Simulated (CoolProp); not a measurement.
Water at 324.15 K and 0.0108 MPa is compressed adiabatically to 0.0399 MPa with isentropic efficiency 0.6. Each further row changes one setting.

The numbers come from the reference Helmholtz-energy equation of state, Wagner 2002 in CoolProp.

```
case             work (kJ/kg)  final temperature (K)  final density (kg/m³)
---------------  ------------  ---------------------  ---------------------
as stated                 382                  522.9                  0.166
efficiency 1              229                  444.9                  0.195
efficiency 0.65           353                  508.0                  0.170
```
